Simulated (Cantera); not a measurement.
Input: 1 mol Fe₃O₄, 450 mol H₂, 16 mol N₂, equilibrated at 1.20 mbar.

Method: chemical equilibrium by Gibbs-energy minimisation in Cantera with the NASA 1993 tables (ideal gas, pure condensed phases). Candidate condensed phases: Fe, FeO, Fe(OH)₂, Fe(OH)₃, Fe₂O₃, Fe₃O₄, H₂O; 27 gas species. Rates play no part.

x: gas mole fraction; n: condensed amount in mol.

```
T (K)   x H₂    x N₂    x H₂O      x Fe       x H        x OH     x FeO  n Fe(α)  n Fe(γ)  n Fe(δ)
-----  -----  ------  -------  --------  --------  ----------  --------  -------  -------  -------
1050   0.957  0.0343  0.00858  1.28e-10   2.29e-7  (withheld)    <1e-12     3.00        0        0
1100   0.957  0.0343  0.00858   1.05e-9   7.30e-7  (withheld)    <1e-12     3.00        0        0
1150   0.957  0.0343  0.00858   7.16e-9   2.11e-6  (withheld)    <1e-12     3.00        0        0
1200   0.957  0.0343  0.00858   4.13e-8   5.57e-6  (withheld)    <1e-12        0     3.00        0
1250   0.957  0.0343  0.00858   2.07e-7   1.37e-5  (withheld)  2.03e-12        0     3.00        0
1300   0.957  0.0343  0.00858   9.10e-7   3.12e-5  (withheld)  1.21e-11        0     3.00        0
1350   0.957  0.0343  0.00858   3.58e-6   6.73e-5  (withheld)  6.25e-11        0     3.00        0
1400   0.957  0.0343  0.00858   1.28e-5  0.000137  (withheld)  2.88e-10        0     2.99        0
1450   0.957  0.0343  0.00858   4.16e-5  0.000267  (withheld)   1.19e-9        0     2.98        0
1500   0.956  0.0343  0.00858  0.000125  0.000497  (withheld)   4.47e-9        0     2.94        0
1550   0.956  0.0343  0.00858  0.000349  0.000889  (withheld)   1.54e-8        0     2.84        0
1600   0.955  0.0343  0.00857  0.000914   0.00153  (withheld)   4.89e-8        0     2.57        0
1650   0.952  0.0342  0.00855   0.00225   0.00256  (withheld)   1.45e-7        0     1.95        0
1700   0.948  0.0341  0.00852   0.00524   0.00414  (withheld)   4.01e-7        0        0    0.538
```

**Question.** Fill in the missing entries.

**Answer.** 
- 1050, x OH: 6.56e-12
- 1100, x OH: 2.92e-11
- 1150, x OH: 1.14e-10
- 1200, x OH: 3.99e-10
- 1250, x OH: 1.26e-9
- 1300, x OH: 3.66e-9
- 1350, x OH: 9.80e-9
- 1400, x OH: 2.45e-8
- 1450, x OH: 5.74e-8
- 1500, x OH: 1.27e-7
- 1550, x OH: 2.68e-7
- 1600, x OH: 5.39e-7
- 1650, x OH: 1.04e-6
- 1700, x OH: 1.92e-6
